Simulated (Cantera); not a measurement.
Cantera run:

```python
import numpy as np
import cantera as ct

gas_names = """
    H HO2 H2 H2O H2O2 H2S H2SO4 O OH O2 O3 S SH SO SO2 SO3 S2 S2O S8
""".split()
cond_names = """
    H2O(s) H2O(L) H2SO4(L) S(cr1) S(cr2) S(L)
""".split()


# ... load() reads the species with a 1 bar reference pressure and builds the phases ...
atoms = {
    'S': {'S': 1},
    'H2': {'H': 2},
    'O2': {'O': 2},
}
top_T = {}  # K; cautious upper limits of use, not melting points


# ... equilibrate(T, P, feed) seeds the gas with the atoms and calls Mixture.equilibrate('TP', solver="vcs", rtol=1e-11, max_steps=5000) ...
results = []
feed = {'S': 1, 'H2': 0.052, 'O2': 1.2}  # mol
P = 270000  # Pa
for T in [848, 998, 1148, 1298, 1448, 1598, 1748, 1898, 2048, 2198]:
    mix = equilibrate(T, P, feed)
    results.append((T, P, feed, dict(zip(mix.species_names, mix.species_moles))))

top = {s: max(r[3][s] / sum(r[3][g] for g in gas_names) for r in results) for s in gas_names}
cols = sorted((s for s in top if top[s] > 0.001), key=lambda s: -top[s])[:6]
seen = [c for c in cond_names if any(r[3].get(c, 0) > 1e-12 for r in results)]
print("log10 of partial pressures in bar; condensed amounts in mol")
print(f"{'T/K':>10s}" + "".join(f"{s[:9]:>10s}" for s in cols + seen))
for T, P, feed, n in results:
    ng = sum(n[g] for g in gas_names)
    print(f"{T:10.4g}" + "".join(f"{np.log10(max(n[s] / ng * P / 1e5, 1e-99)):10.3f}" for s in cols)
          + "".join(f"{n.get(c, 0):10.4g}" for c in seen))
```

Result:

```
log10 of partial pressures in bar; condensed amounts in mol
       T/K       SO2       SO3        O2       H2O        OH     H2SO4
       848     0.225    -0.052    -2.900    -0.886    -8.958    -2.455
       998     0.243    -0.117    -1.255    -0.885    -7.043    -3.361
      1148     0.297    -0.428    -0.652    -0.912    -5.794    -4.305
      1298     0.325    -0.830    -0.495    -0.929    -4.908    -5.177
      1448     0.335    -1.197    -0.449    -0.936    -4.221    -5.901
      1598     0.339    -1.508    -0.432    -0.939    -3.667    -6.491
      1748     0.341    -1.769    -0.425    -0.941    -3.209    -6.975
      1898     0.342    -1.989    -0.422    -0.943    -2.825    -7.379
      2048     0.342    -2.176    -0.421    -0.947    -2.499    -7.721
      2198     0.341    -2.338    -0.420    -0.954    -2.219    -8.015
```

These are equilibrium values from Cantera (NASA tables, ideal gas, pure condensed phases), not measurements of a reactor.
